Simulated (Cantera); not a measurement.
An adiabatic, constant-volume homogeneous reactor starts with C3H8 : O2 : N2 = 1 : 4.55 : 17.1 (molar parts), equivalence ratio 1.1, at 1125 K and 653 Torr. Integrator tolerance rtol = 1e-08.

Cantera simulation using GRI-Mech 3.0 (53 species, 325 reactions); the numbers are that mechanism's predictions, not measurements. GRI-Mech 3.0 was tuned for natural gas; its chemistry of propane as a main component is partial and can be far from experiment.

Problem. What does this change do: N2 17.1 to 25 parts?

Solution. 
| quantity | before | after |
|---|---|---|
| time of steepest temperature rise | 32.0 ms | 40.9 ms |
| temperature at 2.00 s | 2852 K | 2668 K |
| equilibrium temperature | 2852 K | 2668 K |
| x(C3H8) at 2.00 s | <1e-12 (gas-phase equilibrium <1e-12) | <1e-12 (gas-phase equilibrium <1e-12) |
| x(O2) at 2.00 s | 0.0132 (gas-phase equilibrium 0.0132) | 0.00643 (gas-phase equilibrium 0.00643) |
| x(HO2) at 2.00 s | 5.66e-6 (gas-phase equilibrium 5.66e-6) | 1.97e-6 (gas-phase equilibrium 1.97e-6) |
| x(H2O) at 2.00 s | 0.128 (gas-phase equilibrium 0.128) | 0.106 (gas-phase equilibrium 0.106) |
| x(H2O2) at 2.00 s | 3.14e-7 (gas-phase equilibrium 3.14e-7) | 1.24e-7 (gas-phase equilibrium 1.24e-7) |
| x(NO) at 2.00 s | 0.00923 (gas-phase equilibrium 0.00923) | 0.00524 (gas-phase equilibrium 0.00524) |

Problem. What does this change do: pressure from 653 Torr to 1050 Torr?

Solution. 
```
quantity                                                            before                                    after
---------------------------------  ---------------------------------------  ---------------------------------------
time of steepest temperature rise                                  32.0 ms                                  25.1 ms
temperature at 2.00 s                                               2852 K                                   2891 K
equilibrium temperature                                             2852 K                                   2891 K
x(C3H8) at 2.00 s                    <1e-12 (gas-phase equilibrium <1e-12)    <1e-12 (gas-phase equilibrium <1e-12)
x(O2) at 2.00 s                      0.0132 (gas-phase equilibrium 0.0132)    0.0122 (gas-phase equilibrium 0.0122)
x(HO2) at 2.00 s                   5.66e-6 (gas-phase equilibrium 5.66e-6)  6.56e-6 (gas-phase equilibrium 6.56e-6)
x(H2O) at 2.00 s                       0.128 (gas-phase equilibrium 0.128)      0.130 (gas-phase equilibrium 0.130)
x(H2O2) at 2.00 s                  3.14e-7 (gas-phase equilibrium 3.14e-7)  4.18e-7 (gas-phase equilibrium 4.18e-7)
x(NO) at 2.00 s                    0.00923 (gas-phase equilibrium 0.00923)  0.00935 (gas-phase equilibrium 0.00935)
```

Problem. What does this change do: pressure from 653 Torr to 975 Torr?

Solution. 
```json
[
 {"quantity": "time of steepest temperature rise", "before": "32.0 ms", "after": "26.1 ms"},
 {"quantity": "temperature at 2.00 s", "before": "2852 K", "after": "2885 K"},
 {"quantity": "equilibrium temperature", "before": "2852 K", "after": "2885 K"},
 {"quantity": "x(C3H8) at 2.00 s", "before": "<1e-12 (gas-phase equilibrium <1e-12)", "after": "<1e-12 (gas-phase equilibrium <1e-12)"},
 {"quantity": "x(O2) at 2.00 s", "before": "0.0132 (gas-phase equilibrium 0.0132)", "after": "0.0123 (gas-phase equilibrium 0.0123)"},
 {"quantity": "x(HO2) at 2.00 s", "before": "5.66e-6 (gas-phase equilibrium 5.66e-6)", "after": "6.41e-6 (gas-phase equilibrium 6.41e-6)"},
 {"quantity": "x(H2O) at 2.00 s", "before": "0.128 (gas-phase equilibrium 0.128)", "after": "0.130 (gas-phase equilibrium 0.130)"},
 {"quantity": "x(H2O2) at 2.00 s", "before": "3.14e-7 (gas-phase equilibrium 3.14e-7)", "after": "4.00e-7 (gas-phase equilibrium 4.00e-7)"},
 {"quantity": "x(NO) at 2.00 s", "before": "0.00923 (gas-phase equilibrium 0.00923)", "after": "0.00934 (gas-phase equilibrium 0.00934)"}
]
```
